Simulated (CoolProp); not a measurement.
Ethanol along the isobar 10.8 MPa: Z from the reference equation and from simpler models built on Tc = 514.7 K, pc = 6.268 MPa, ω = 0.644; each cubic takes its own stable root.

The numbers come from the reference Helmholtz-energy equation of state, Schroeder 2014 in CoolProp.

```csv
T (K),phase,reference
309,liquid,0.2465
321.7,liquid,0.2400
334.4,liquid,0.2342
347.2,liquid,0.2289
359.9,liquid,0.2243
372.7,liquid,0.2202
385.4,liquid,0.2168
398.1,liquid,0.2140
410.9,liquid,0.2118
423.6,liquid,0.2104
436.4,liquid,0.2097
449.1,liquid,0.2098
461.8,liquid,0.2109
474.6,liquid,0.2129
```

Problem. How far does each simpler model (van der Waals, Peng-Robinson) lie from the reference over these 14 states: mean and median of the absolute difference, and the worst?

Solution. 
- van der Waals: mean 81.0 %, median 82.1 %, worst +82.5 % at 334.4 K and 10.8 MPa
- Peng-Robinson: mean 7.1 %, median 6.3 %, worst +12.2 % at 474.6 K and 10.8 MPa
